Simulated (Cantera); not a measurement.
A closed system holds: 1 mol PbO, a varied amount of CH4, 0.26 mol CO, at 1175 K and 1330 Pa.

These are equilibrium values from Cantera (NASA tables, ideal gas, pure condensed phases), not measurements of a reactor. Candidate condensed phases: C, C6H6, C7H8, C8H18, H2O, Pb, PbO, PbO2, Pb3O4; 113 gas species. Kinetics and transport are ignored.

log p: log10 of the partial pressure in bar; n: condensed amount in mol.

| n(CH4) (mol) | log p H2 | log p CO | log p H2O | log p CO2 | log p Pb | log p CH4 | log p Pb2 | n Pb(l) | n C(graphite) |
|---|---|---|---|---|---|---|---|---|---|
| 0.37 | -2.45 | -2.47 | -2.47 | -2.60 | -3.36 | -10.52 | -7.90 | 0.954 | 0 |
| 0.44 | -2.35 | -2.41 | -2.56 | -2.73 | -3.36 | -10.08 | -7.90 | 0.947 | 0 |
| 0.53 | -2.27 | -2.37 | -2.69 | -2.90 | -3.36 | -9.67 | -7.90 | 0.938 | 0 |
| 0.63 | -2.21 | -2.34 | -2.85 | -3.09 | -3.36 | -9.30 | -7.90 | 0.927 | 0 |
| 0.75 | -2.16 | -2.32 | -3.08 | -3.35 | -3.36 | -8.91 | -7.90 | 0.915 | 0 |
| 0.9 | -2.12 | -2.31 | -3.54 | -3.83 | -3.36 | -8.31 | -7.90 | 0.900 | 0 |
| 1.1 | -2.09 | -2.33 | -5.87 | -6.22 | -3.36 | -5.89 | -7.90 | 0.883 | 0.100 |
| 1.3 | -2.06 | -2.38 | -5.90 | ___ | -3.36 | -5.84 | -7.90 | 0.870 | ___ |
| 1.5 | -2.04 | -2.42 | -5.92 | ___ | -3.36 | -5.80 | -7.90 | 0.856 | ___ |
| 1.8 | -2.02 | -2.48 | -5.96 | -6.52 | -3.36 | -5.76 | -7.90 | 0.836 | 0.800 |

**Question.** What belongs in the gaps?

**Answer.** 
- 1.3, log p CO2: -6.32
- 1.3, n C(graphite): 0.300
- 1.5, log p CO2: -6.40
- 1.5, n C(graphite): 0.500
